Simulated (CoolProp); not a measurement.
Saturation properties of CF4 (R14).

Computed with CoolProp (reference Helmholtz-energy equation of state, Platzer 1990). This equation is an older, rougher fit; its heat capacities, sound speeds and derivatives of the liquid may be far off and weren't checked against measurements.

```tsv
T (°C)	p (MPa)	liquid density (kg/m³)	enthalpy of vaporisation (kJ/kg)	vapour viscosity (µPa s)
-139.75	0.04095	1664	140.4	7.94
-127.25	0.1071	1599	134.0	8.78
-114.85	0.2353	1531	[?]	[?]
-102.35	0.4583	1456	[?]	10.7
-89.85	0.8107	[?]	107.9	11.8
-77.45	1.327	1280	95.34	13.2
-64.95	2.060	1163	78.58	15.1
-52.45	3.067	984.7	52.13	18.9
```

What belongs in the gaps?


- -114.85, enthalpy of vaporisation (kJ/kg): 126.7
- -114.85, vapour viscosity (µPa s): 9.68
- -102.35, enthalpy of vaporisation (kJ/kg): 118.2
- -89.85, liquid density (kg/m³): 1374

It boils at -128.0 °C under 1 atm.

Viscosity comes from a separate model (Huber 2003), an estimate that may be off by 10 % or more.
